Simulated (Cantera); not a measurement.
An adiabatic, constant-volume homogeneous reactor starts with CH4 : O2 : N2 : H2O = 1 : 3.08 : 11.6 : 0.88 (molar parts), at 1675 K and 1.38 atm. Integrator tolerance rtol = 1e-08.

Model: GRI-Mech 3.0 (53 species, 325 reactions), integrated in Cantera.

**Question.** What does this change do: 0.023 parts C2H6 added?

**Answer.** 
```
quantity                                                            before                                    after
---------------------------------  ---------------------------------------  ---------------------------------------
time of steepest temperature rise                                 0.180 ms                                  98.0 µs
temperature at 0.600 s                                              2751 K                                   2770 K
equilibrium temperature                                             2751 K                                   2770 K
x(CH4) at 0.600 s                    <1e-12 (gas-phase equilibrium <1e-12)    <1e-12 (gas-phase equilibrium <1e-12)
x(O2) at 0.600 s                     0.0585 (gas-phase equilibrium 0.0585)    0.0547 (gas-phase equilibrium 0.0547)
x(H2O) at 0.600 s                      0.150 (gas-phase equilibrium 0.150)      0.152 (gas-phase equilibrium 0.152)
x(CH2CO) at 0.600 s                  <1e-12 (gas-phase equilibrium <1e-12)    <1e-12 (gas-phase equilibrium <1e-12)
x(HO2) at 0.600 s                  1.50e-5 (gas-phase equilibrium 1.50e-5)  1.50e-5 (gas-phase equilibrium 1.50e-5)
```

**Question.** What does this change do: initial temperature 1675 to 1800 K?

**Answer.** 
```csv
quantity,before,after
time of steepest temperature rise,0.180 ms,76.1 µs
temperature at 0.600 s,2751 K,2797 K
equilibrium temperature,2751 K,2797 K
x(CH4) at 0.600 s,<1e-12 (gas-phase equilibrium <1e-12),<1e-12 (gas-phase equilibrium <1e-12)
x(O2) at 0.600 s,0.0585 (gas-phase equilibrium 0.0585),0.0584 (gas-phase equilibrium 0.0584)
x(H2O) at 0.600 s,0.150 (gas-phase equilibrium 0.150),0.146 (gas-phase equilibrium 0.146)
x(CH2CO) at 0.600 s,<1e-12 (gas-phase equilibrium <1e-12),<1e-12 (gas-phase equilibrium <1e-12)
x(HO2) at 0.600 s,1.50e-5 (gas-phase equilibrium 1.50e-5),1.61e-5 (gas-phase equilibrium 1.61e-5)
```
